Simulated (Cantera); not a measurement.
# Catalytic combustion on Pt

An isothermal plug-flow reactor at 725 K and 4.93 atm (inlet), inlet velocity 0.33 m/s, active area per volume 2500 1/m; feed H₂ : O₂ : N₂ : H₂O = 0.0033 : 0.021 : 0.79 : 0.072 (molar parts).

Model: Deutschmann's 1995 Pt surface mechanism with GRI-Mech 3.0 gas chemistry, integrated in Cantera. Catalytic surfaces can have several steady states; this one follows from the mechanism file's or the stated starting coverage. Mass transfer to the wall is taken as infinitely fast.

```tsv
z (m)	x H₂	x O₂	x H₂O	θ free Pt	θ O*	θ OH*
8.4e-05	0.000507	0.0221	0.0846	0.0435	0.935	0.0217
0.00014	0.000312	0.0220	0.0848	0.0289	0.953	0.0179
0.00023	0.000184	0.0220	0.0849	0.0203	0.965	0.0151
0.00039	9.34e-5	0.0219	0.0850	0.0151	0.972	0.0131
0.00065	3.92e-5	0.0219	0.0851	0.0125	0.976	0.0119
0.0011	1.07e-5	0.0219	0.0851	0.0113	0.977	0.0113
0.0018	1.58e-6	0.0219	0.0851	0.0109	0.978	0.0112
0.003	6.27e-8	0.0219	0.0851	0.0109	0.978	0.0111
0.005	2.92e-10	0.0219	0.0851	0.0109	0.978	0.0111
0.0084	<1e-12	0.0219	0.0851	0.0109	0.978	0.0111
```
x: gas mole fraction; θ: surface coverage.
